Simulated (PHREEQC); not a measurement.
Dissolve 110 mmol/kgw CdCl2, 31 mmol/kgw CuCl2 and 120 mmol/kgw H2SO4 at 25 °C. Closed to the air; pH follows from the charge balance.

The numbers come from PHREEQC with the ion-association model, wateq4f.dat.

The ionic strength comes out as 0.359 mol/kgw. What activity coefficients do Cl-, CuCl+, CdCl3-, H+, Cd(SO4)2-2 get?

Cl- 0.67, CuCl+ 0.67, CdCl3- 0.73, H+ 0.78, Cd(SO4)2-2 0.29.

This is a speciation only: nothing precipitates in the calculation.
